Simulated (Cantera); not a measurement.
Input: 1 mol SiCl4, 0.19 mol C2H4, 14 mol H2, 0.058 mol C3H8, at 1875 °C and 45.0 mbar.

Equilibrium computed with Cantera from the NASA thermochemical tables; the gas is ideal and each condensed phase is pure. Candidate condensed phases: C, C6H6, C7H8, C8H18, Si, SiC; 109 gas species. The tables' values for SiCl, SiCl3 are old estimates; treat these amounts as uncertain. Gases not in the tables: Si2H6 and higher silanes. The numbers say what is thermodynamically allowed, not how fast it happens.

Base state: H2 0.768, HCl 0.185, SiCl2 0.0243, H 0.0172, Cl 0.00304, Si 0.00131, SiCl 0.000898, C2H2 (acetylene) 0.000171 (mole fractions); condensed: SiC(s).

Q: What changes in the equilibrium state with this change: SiCl4 replaced by SiHCl3?

A: 
```csv
species,before,after
H2,0.768,0.823
HCl,0.185,0.130
SiCl2,0.0243,0.0222
H,0.0172,0.0178
Si2,5.07e-6,1.98e-5
C2H2 (acetylene),0.000171,4.70e-5
"SiC(s), mol",0.547,0.550
```
